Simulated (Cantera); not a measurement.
Adiabatic ignition

An adiabatic, constant-volume homogeneous reactor starts with CH₄ : O₂ : N₂ = 1 : 1.33 : 5.01 (molar parts), equivalence ratio 1.5, at 973 K and 9.87 atm.

Model: GRI-Mech 3.0 (53 species, 325 reactions), integrated in Cantera. Below about 1000 K GRI-Mech 3.0 lacks low-temperature oxidation paths.

```tsv
t (s)	T (K)	P (bar)	x CH₄	x O₂	x C₂H₆	x NO	x NO₂
4.00e-6	973	10.0	0.136	0.181	<1e-12	<1e-12	<1e-12
8.92e-6	973	10.0	0.136	0.181	<1e-12	<1e-12	<1e-12
1.99e-5	973	10.0	0.136	0.181	<1e-12	<1e-12	<1e-12
4.43e-5	973	10.0	0.136	0.181	<1e-12	<1e-12	<1e-12
9.88e-5	973	10.0	0.136	0.181	1.61e-12	<1e-12	<1e-12
0.000220	973	10.0	0.136	0.181	1.88e-11	<1e-12	<1e-12
0.000491	973	10.0	0.136	0.181	2.41e-10	<1e-12	<1e-12
0.00110	973	10.0	0.136	0.181	3.43e-9	<1e-12	<1e-12
0.00244	973	10.0	0.136	0.181	4.74e-8	<1e-12	<1e-12
0.00545	973	10.0	0.136	0.181	3.56e-7	<1e-12	<1e-12
0.0121	973	10.0	0.136	0.181	1.43e-6	<1e-12	<1e-12
0.0271	973	10.0	0.136	0.181	4.81e-6	<1e-12	<1e-12
0.0604	974	10.0	0.136	0.181	1.89e-5	<1e-12	<1e-12
0.135	985	10.1	0.135	0.180	0.000190	<1e-12	<1e-12
0.300	2766	31.1	2.55e-10	6.42e-5	<1e-12	0.000547	3.69e-8
```
x: mole fraction; the columns are a selection and need not sum to one.

time of steepest temperature rise: 0.153 s
temperature at 0.300 s: 2766 K
equilibrium temperature: 2766 K
x(CH₄) at 0.300 s: 2.55e-10 (gas-phase equilibrium 2.86e-10)
x(O₂) at 0.300 s: 6.42e-5 (gas-phase equilibrium 6.42e-5)
x(C₂H₆) at 0.300 s: <1e-12 (gas-phase equilibrium <1e-12)
